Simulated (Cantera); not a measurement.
Charge: 1 mol Fe, a varied amount of SO₂, 4.1 mol H₂, held at 1325 K and 5.20 mbar.

Equilibrium computed with Cantera from the NASA thermochemical tables; the gas is ideal and each condensed phase is pure. Candidate condensed phases: Fe, FeO, Fe(OH)₂, Fe(OH)₃, FeS, FeSO₄, FeS₂, Fe₂O₃, Fe₂(SO₄)₃, Fe₃O₄, H₂O, H₂SO₄, S; 22 gas species. Metal and sulfide melt together well below either melting point, which pure phases cannot show. Mutual solubility and eutectic melting of coexisting phases are not modelled. FeS: taken at fixed stoichiometry. The numbers say what is thermodynamically allowed, not how fast it happens.

### Question
At 0.034 mol SO₂, list the 5 most abundant gas species with their mole fractions, and the condensed phases.

### Answer
H₂ 0.975, H₂O 0.0166, H₂S 0.00778, S₂ 0.000136, SH 8.50e-5. Condensed: Fe(γ) + FeS(s).
